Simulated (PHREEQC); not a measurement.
## Brackish or sea water (model solution)

Synthetic water in mmol/kgw, 25 °C, pH 8.33, pe 8.3:

| constituent | mmol/kgw |
|---|---|
| Na | 126 |
| K | 0.0182 |
| Ca | 2.76 |
| Mg | 0.358 |
| Cl | 128 |
| S(6) | 0.824 |
| Alkalinity (meq/kgw) | 0.0218 |
| Br | 2.78 |
| Cd | 0.433 |
| F | 0.0477 |

Valence states are taken as typed.

Equilibrium calculation in PHREEQC: ion-association model, phreeqc.dat.

Each row changes one thing in this solution. This is a speciation only: nothing precipitates in the calculation.

| case | SO4-2 (mol/kgw) | Cd+2 (mol/kgw) | HCO3- (mol/kgw) | CdOH+ (mol/kgw) | MgOH+ (mol/kgw) | CO3-2 (mol/kgw) | SI of Otavite (CdCO3) | SI of Fluorite (CaF2) |
|---|---|---|---|---|---|---|---|---|
| as made | 0.000644 | 6.40e-5 | 1.11e-6 | 5.07e-7 | 1.30e-7 | 2.45e-8 | -0.63 | -1.36 |
| temperature from 25 to 10 °C at the same typed pH | 0.000655 | 6.69e-5 | 7.51e-6 | 1.67e-7 | 3.20e-8 | 1.13e-7 | +0.08 | -1.15 |
| S(6) from 0.824 to 2.47 mmol/kgw | 0.00194 | 6.40e-5 | 1.24e-6 | 5.04e-7 | 1.25e-7 | 2.73e-8 | -0.58 | -1.37 |

Species that the database lacks are ignored. Some of these states are supersaturated (in Otavite, for instance). At this temperature some constants are extrapolated from 25 °C, and those without enthalpy data are left unchanged.
